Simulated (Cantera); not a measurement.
An isothermal, constant-pressure homogeneous reactor starts with CH4 : H2 : CO2 = 0.013 : 1 : 0.01 (molar parts), at 1725 K and 13300 Pa.

Model: GRI-Mech 3.0 (53 species, 325 reactions), integrated in Cantera.

Task: Predict: x(CH4) at 2.00 s; x(H2) at 2.00 s; x(CO2) at 2.00 s; x(CH2O) at 2.00 s.

Result: 
| Item | Result |
|---|---|
| x(CH4) at 2.00 s | 0.00297 (gas-phase equilibrium 0.000461) |
| x(H2) at 2.00 s | 0.973 (gas-phase equilibrium 0.979) |
| x(CO2) at 2.00 s | 2.72e-5 (gas-phase equilibrium 1.58e-9) |
| x(CH2O) at 2.00 s | 2.18e-9 (gas-phase equilibrium 1.05e-9) |
